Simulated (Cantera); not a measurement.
A closed system holds: 1 mol Si3N4, 0.36 mol O2, 3 mol H2, held at 0.00133 bar.

Method: chemical equilibrium by Gibbs-energy minimisation in Cantera with the NASA 1993 tables (ideal gas, pure condensed phases). Candidate condensed phases: H2O, Si, SiO2, Si2N2O, Si3N4; 35 gas species. Mutual solubility and eutectic melting of coexisting phases are not modelled. The numbers say what is thermodynamically allowed, not how fast it happens.

**Question.** At 1275 K, list the 3 most abundant gas species with their mole fractions, and the condensed phases.

**Answer.** H2 0.926, N2 0.0741, H 1.94e-5. Condensed: Si2N2O(s) + Si3N4(s).
